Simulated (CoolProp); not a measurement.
Computed with CoolProp (reference Helmholtz-energy equation of state, Lemmon 2006). It is a short technical equation, of lower accuracy than the large ones.

Problem. For CH3F (R41), give the phase and the density (kg/m³), cp (kJ/(kg K)), isothermal compressibility (1/MPa) at -58.35 °C and 12.8 MPa; -27.65 °C and 12.8 MPa.

Solution. 
- -58.35 °C and 12.8 MPa: liquid; density 858, cp 2.04, isothermal compressibility 0.00171
- -27.65 °C and 12.8 MPa: liquid; density 793, cp 2.12, isothermal compressibility 0.00274
